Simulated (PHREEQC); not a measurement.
0.2 g of hydrous ferric oxide (600 m²/g; 0.2 weak and 0.005 strong sites per Fe, Dzombak-Morel constants, diffuse double layer) in 1 kg of water with 0.3 mol/kgw of an inert sodium salt and 0.00048 mmol/kgw MgCl2, at 25 °C; the pH is set by adding NaOH or the inert anion's acid. Oxygen is held at 0.21 atm. CO2 from the air is kept out. Nothing may precipitate in this run.

The numbers come from PHREEQC with the ion-association model, wateq4f.dat.

Q: Predict Mg sorbed (%), surface charge σ (C/m²) at pH = 5, 7.5, 8.5, 9.5, 10.

A: 
```json
[
 {"pH": "5", "Mg sorbed (%)": "0.0", "surface charge σ (C/m²)": "0.269"},
 {"pH": "7.5", "Mg sorbed (%)": "3.0", "surface charge σ (C/m²)": "0.034"},
 {"pH": "8.5", "Mg sorbed (%)": "62.1", "surface charge σ (C/m²)": "-0.021"},
 {"pH": "9.5", "Mg sorbed (%)": "98.6", "surface charge σ (C/m²)": "-0.087"},
 {"pH": "10", "Mg sorbed (%)": "99.7", "surface charge σ (C/m²)": "-0.131"}
]
```
